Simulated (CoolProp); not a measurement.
A single-stage vapour-compression cycle with R123: evaporating at 326.15 K (dew point), condensing at 371.15 K (bubble point), superheat 8 K, subcooling 0 K, compressor efficiency 0.7, no pressure losses. Each further row changes one setting.

Computed with CoolProp (reference Helmholtz-energy equation of state, Younglove 1994). It is a modified Benedict-Webb-Rubin equation, recast in Helmholtz form.

```
case                              cooling COP  pressure ratio  discharge temperature (K)  refrigerating effect (kJ/kg)  volumetric capacity (kJ/m³)
--------------------------------  -----------  --------------  -------------------------  ----------------------------  ---------------------------
as stated                          (withheld)            3.23                      381.6                           116                         1600
evaporating temperature 331.15 K   (withheld)            2.78                      381.0                    (withheld)                         1880
condensing temperature 366.15 K          4.73            2.88                      376.6                           121                         1670
subcooling 5 K                           4.27            3.23                      381.6                           121                         1670
superheat 18 K                           4.17            3.23                      391.8                           123                         1640
compressor efficiency 0.6                3.49            3.23                      387.1                           116                         1600
```

Question: What belongs in the gaps?

Answer: 
- as stated, cooling COP: 4.07
- evaporating temperature 331.15 K, cooling COP: 4.77
- evaporating temperature 331.15 K, refrigerating effect (kJ/kg): 119
